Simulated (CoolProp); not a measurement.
Properties of C2F6 (R116) along the isotherm 178.1 K (Tc = 293.0 K, pc = 3.048 MPa, ω = 0.257).

Values from CoolProp's reference Helmholtz-energy equation of state, Lemmon 2006. It is a short technical equation, of lower accuracy than the large ones.

```json
[
 {"p (MPa)": "0.0145", "phase": "gas", "cv (kJ/(kg K))": "0.4957", "speed of sound (m/s)": "109.0", "viscosity (µPa s)": "8.39", "Prandtl number": "0.734", "fugacity coefficient": "0.9916"},
 {"p (MPa)": "0.0234", "phase": "gas", "cv (kJ/(kg K))": "0.4971", "speed of sound (m/s)": "108.6", "viscosity (µPa s)": "8.37", "Prandtl number": "0.736", "fugacity coefficient": "0.9864"},
 {"p (MPa)": "0.0377", "phase": "liquid", "cv (kJ/(kg K))": "0.6081", "speed of sound (m/s)": "631.7", "viscosity (µPa s)": "594", "Prandtl number": "6.46", "fugacity coefficient": "0.9547"},
 {"p (MPa)": "0.061", "phase": "liquid", "cv (kJ/(kg K))": "0.6081", "speed of sound (m/s)": "631.9", "viscosity (µPa s)": "594", "Prandtl number": "6.46", "fugacity coefficient": "0.5908"},
 {"p (MPa)": "0.0985", "phase": "liquid", "cv (kJ/(kg K))": "0.6081", "speed of sound (m/s)": "632.1", "viscosity (µPa s)": "595", "Prandtl number": "6.46", "fugacity coefficient": "0.3667"},
 {"p (MPa)": "0.159", "phase": "liquid", "cv (kJ/(kg K))": "0.6081", "speed of sound (m/s)": "632.4", "viscosity (µPa s)": "595", "Prandtl number": "6.47", "fugacity coefficient": "0.2279"},
 {"p (MPa)": "0.257", "phase": "liquid", "cv (kJ/(kg K))": "0.6082", "speed of sound (m/s)": "633.0", "viscosity (µPa s)": "597", "Prandtl number": "6.48", "fugacity coefficient": "0.1418"},
 {"p (MPa)": "0.415", "phase": "liquid", "cv (kJ/(kg K))": "0.6082", "speed of sound (m/s)": "633.8", "viscosity (µPa s)": "598", "Prandtl number": "6.49", "fugacity coefficient": "0.08857"},
 {"p (MPa)": "0.671", "phase": "liquid", "cv (kJ/(kg K))": "0.6084", "speed of sound (m/s)": "635.2", "viscosity (µPa s)": "601", "Prandtl number": "6.51", "fugacity coefficient": "0.05556"},
 {"p (MPa)": "1.08", "phase": "liquid", "cv (kJ/(kg K))": "0.6085", "speed of sound (m/s)": "637.5", "viscosity (µPa s)": "606", "Prandtl number": "6.54", "fugacity coefficient": "0.03531"},
 {"p (MPa)": "1.75", "phase": "liquid", "cv (kJ/(kg K))": "0.6088", "speed of sound (m/s)": "641.1", "viscosity (µPa s)": "614", "Prandtl number": "6.59", "fugacity coefficient": "0.02262"},
 {"p (MPa)": "2.83", "phase": "liquid", "cv (kJ/(kg K))": "0.6093", "speed of sound (m/s)": "646.8", "viscosity (µPa s)": "626", "Prandtl number": "6.67", "fugacity coefficient": "0.01485"}
]
```

Viscosity comes from a separate model (Huber 2003), an estimate that may be off by 10 % or more. Thermal conductivity comes from a separate model (Huber 2003), an estimate that may be off by 10 % or more.
